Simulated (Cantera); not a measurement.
# Catalytic stagnation flow on Pt

A jet of H2 : O2 : N2 = 0.014 : 0.17 : 0.79 (molar parts) at 300 K and 0.0207 atm hits a platinum plate 4.4 cm away at a mass flux of 0.085 kg/m²/s; the plate temperature is set and raised in steps from an oxygen-covered start.

Model: Deutschmann's 1995 Pt surface mechanism with GRI-Mech 3.0 gas chemistry, integrated in Cantera. Catalytic surfaces can have several steady states; this one follows from the mechanism file's or the stated starting coverage.

```json
[
 {"plate T (K)": "500", "wall x H2": "0.00540", "wall x O2": "0.165", "wall x H2O": "0.0179", "wall x OH": "<1e-8", "θ free Pt": "0.0480", "θ O*": "0.946", "θ OH*": "0.00556"},
 {"plate T (K)": "550", "wall x H2": "0.00538", "wall x O2": "0.165", "wall x H2O": "0.0177", "wall x OH": "<1e-8", "θ free Pt": "0.0508", "θ O*": "0.946", "θ OH*": "0.00318"},
 {"plate T (K)": "600", "wall x H2": "0.00536", "wall x O2": "0.165", "wall x H2O": "0.0176", "wall x OH": "<1e-8", "θ free Pt": "0.0536", "θ O*": "0.944", "θ OH*": "0.00198"},
 {"plate T (K)": "650", "wall x H2": "0.00530", "wall x O2": "0.165", "wall x H2O": "0.0176", "wall x OH": "<1e-8", "θ free Pt": "0.0571", "θ O*": "0.942", "θ OH*": "0.00133"},
 {"plate T (K)": "700", "wall x H2": "0.00494", "wall x O2": "0.164", "wall x H2O": "0.0182", "wall x OH": "<1e-8", "θ free Pt": "0.0663", "θ O*": "0.933", "θ OH*": "0.00100"},
 {"plate T (K)": "750", "wall x H2": "0.00408", "wall x O2": "0.164", "wall x H2O": "0.0197", "wall x OH": "<1e-8", "θ free Pt": "0.0910", "θ O*": "0.908", "θ OH*": "0.000865"},
 {"plate T (K)": "800", "wall x H2": "0.00312", "wall x O2": "0.163", "wall x H2O": "0.0215", "wall x OH": "<1e-8", "θ free Pt": "0.134", "θ O*": "0.865", "θ OH*": "0.000798"}
]
```
x: mole fraction at the wall; θ: surface coverage.
